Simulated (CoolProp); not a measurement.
Properties of dodecamethylcyclohexasiloxane (D6) along the isobar 0.728 MPa.

Model: reference Helmholtz-energy equation of state, Colonna 2008, in CoolProp. It is a short technical equation, of lower accuracy than the large ones.

```
T (°C)   phase       Z  speed of sound (m/s)  Joule-Thomson coefficient (K/MPa)
------  ------  ------  --------------------  ---------------------------------
118.75  liquid  0.1147                 525.1                            -0.3225
134.05  liquid  0.1126                 502.0                            -0.2985
149.35  liquid  0.1108                 478.9                            -0.2721
164.65  liquid  0.1093                 455.8                            -0.2425
180.05  liquid  0.1080                 432.3                            -0.2086
195.35  liquid  0.1070                 408.8                            -0.1695
210.65  liquid  0.1063                 384.9                            -0.1233
225.95  liquid  0.1058                 360.5                           -0.06750
241.25  liquid  0.1056                 335.4                           0.001814
256.55  liquid  0.1058                 309.6                            0.09045
271.85  liquid  0.1065                 282.9                             0.2080
287.15  liquid  0.1076                 254.8                             0.3709
```
